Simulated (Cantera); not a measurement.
Cantera run, input and output.

```python
import numpy as np
import cantera as ct

gas = ct.Solution("gri30.yaml")
gas.TPX = 375, 280000, {'CO': 1, 'H2': 1.1, 'CH4': 0.15, 'O2': 1.52, 'N2': 5.7}
flame = ct.FreeFlame(gas, width=0.019)
flame.set_refine_criteria(ratio=3, slope=0.08, curve=0.16)
flame.transport_model = "mixture-averaged"
flame.solve(loglevel=0, auto=True)
z, T = flame.grid, flame.T
thick = (T[-1] - T[0]) / np.gradient(T, z).max()
show = ['CO', 'H2', 'CH4', 'O2', 'HCN', 'H']
print(f"laminar burning velocity  {flame.velocity[0] * 100:.3f} cm/s")
print(f"burnt temperature         {T[-1]:.1f} K")
print(f"thermal thickness         {thick * 1e3:.4f} mm")
print(f"grid points               {len(z)}")
z0 = z[flame.heat_release_rate.argmax()]
print(f"{'z/mm':>9s}{'T/K':>9s}{'u/(m/s)':>9s}" + "".join(f"{s:>11s}" for s in show))
rows = []
for k in (-3, -2, -1.5, -1, -0.5, -0.25, 0, 0.25, 0.5, 1, 2, 4, 8):
    zz = z0 + k * thick
    rows.append([k * thick, np.interp(zz, z, T), np.interp(zz, z, flame.velocity),
                 *(np.interp(zz, z, flame.X[gas.species_index(s)]) for s in show)])
    print(f"{rows[-1][0] * 1e3:9.3f}{rows[-1][1]:9.1f}{rows[-1][2]:9.3f}" + "".join(f"{x:11.3e}" for x in rows[-1][3:]))
```

Output:

```
laminar burning velocity  99.069 cm/s
burnt temperature         2330.9 K
thermal thickness         0.1362 mm
grid points               143
     z/mm      T/K  u/(m/s)         CO         H2        CH4         O2        HCN          H
   -0.409    375.0    0.990  1.056e-01  1.159e-01  1.584e-02  1.606e-01  1.166e-15  6.053e-16
   -0.272    375.1    0.990  1.058e-01  1.147e-01  1.587e-02  1.608e-01  7.501e-14  3.033e-14
   -0.204    375.9    0.989  1.061e-01  1.122e-01  1.591e-02  1.612e-01  7.869e-13  4.058e-13
   -0.136    382.9    0.999  1.069e-01  1.043e-01  1.601e-02  1.625e-01  1.898e-11  4.219e-11
   -0.068    539.4    1.374  1.077e-01  7.586e-02  1.511e-02  1.603e-01  2.001e-09  5.687e-06
   -0.034    934.3    2.349  1.023e-01  5.133e-02  1.087e-02  1.392e-01  1.497e-08  7.484e-04
    0.000   1386.4    3.457  9.076e-02  2.804e-02  3.484e-03  9.977e-02  5.508e-08  4.275e-03
    0.034   1651.0    4.083  7.248e-02  1.387e-02  2.925e-04  6.777e-02  6.751e-08  7.275e-03
    0.068   1790.0    4.387  5.598e-02  9.482e-03  1.229e-05  5.335e-02  2.914e-08  7.565e-03
    0.136   1944.4    4.710  3.818e-02  8.017e-03  2.494e-08  4.292e-02  2.941e-09  5.946e-03
    0.272   2086.6    5.007  2.659e-02  6.373e-03  7.119e-13  3.624e-02  5.509e-11  3.427e-03
    0.545   2197.0    5.234  1.884e-02  4.285e-03  9.014e-17  3.160e-02  5.926e-12  1.587e-03
    1.090   2271.0    5.382  1.268e-02  2.736e-03  2.193e-17  2.825e-02  5.175e-12  7.211e-04
```

Model: GRI-Mech 3.0 (53 species, 325 reactions), integrated in Cantera. Burning velocities carry a grid error of a few per cent, more on coarse grids.
